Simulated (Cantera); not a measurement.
Feed: 1 mol SiC, 0.22 mol N₂O, 3.3 mol H₂, held at 1800 K and 15.0 mbar.

Cantera equilibrium calculation (NASA polynomials, part measured and part estimated; ideal gas, pure solids and liquids). Candidate condensed phases: C, C₆H₆, C₇H₈, C₈H₁₈, H₂O, Si, SiC, SiO₂, Si₂N₂O, Si₃N₄; 151 gas species. Rates play no part.

Base state: H₂ 0.880, N₂ 0.0587, SiO 0.0294, CO 0.0294, H 0.00274, HCN 0.000104, Si 6.84e-5 (mole fractions); condensed: SiC(s).

### Question
What changes in the equilibrium state with this change: SiC replaced by Si?

### Answer
| species | before | after |
|---|---|---|
| H₂ | 0.880 | 0.880 |
| SiO | 0.0294 | 0.0587 |
| N₂ | 0.0587 | 0.0587 |
| CO | 0.0294 | 0 |
| Si | 6.84e-5 | 0.000212 |
| HCN | 0.000104 | 0 |
| SiH | 8.97e-6 | 2.77e-5 |
| SiC(s), mol | 0.890 | 0 |
| Si(l), mol | 0 | 0.779 |
Gases not in the tables: Si₂H₆ and higher silanes.
